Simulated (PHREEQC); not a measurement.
Make-up at 37 °C: 0.21 mol NaH2PO4 and 0.0044 mol K2HPO4 per kg of water. It is in equilibrium with CO2 at log p = -3.4 (atm). Otherwise closed; pH follows from the charge balance.

Computed with PHREEQC (ion-association model, wateq4f.dat).

No solid was allowed to form.

Order these C species by the share of C that they hold, largest first: HCO3-, NaHCO3, CO2.

CO2 (92 %), HCO3- (7.4 %), NaHCO3 (0.45 %)

The pH is 5.05 and the ionic strength 0.223 mol/kgw. H3PO4, which wateq4f.dat lacks, is added to it with the constant of phreeqc.dat. Away from 25 °C the constants follow the database's enthalpies or fits; those with neither stay at their 25 °C values.
